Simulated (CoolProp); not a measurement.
A simple Rankine cycle with water: condensing at 310.15 K, boiler at 7.78 MPa, turbine inlet 606.2 K, turbine efficiency 0.85, pump efficiency 0.8, no recuperator. Each further row changes one setting.

Computed with CoolProp (reference Helmholtz-energy equation of state, Wagner 2002).

```csv
case,thermal efficiency (%),net work (kJ/kg),heat in (kJ/kg),turbine exit temperature (K),volume ratio over the turbine
as stated,32.4,[?],2770,310.2,602
turbine inlet 626.2 K,32.6,[?],[?],310.2,[?]
condensing temperature 302.15 K,33.4,936,[?],302.1,910
boiler pressure 5.45 MPa,31.4,894,[?],310.2,[?]
turbine efficiency 0.75,28.5,791,2770,310.2,[?]
```

Question: Fill in the missing entries.

Answer: 
- as stated, net work (kJ/kg): 898
- turbine inlet 626.2 K, net work (kJ/kg): 926
- turbine inlet 626.2 K, heat in (kJ/kg): 2840
- turbine inlet 626.2 K, volume ratio over the turbine: 575
- condensing temperature 302.15 K, heat in (kJ/kg): 2810
- boiler pressure 5.45 MPa, heat in (kJ/kg): 2850
- boiler pressure 5.45 MPa, volume ratio over the turbine: 408
- turbine efficiency 0.75, volume ratio over the turbine: 636

The expansion ends wet for: as stated; turbine inlet 626.2 K; condensing temperature 302.15 K; boiler pressure 5.45 MPa; turbine efficiency 0.75.
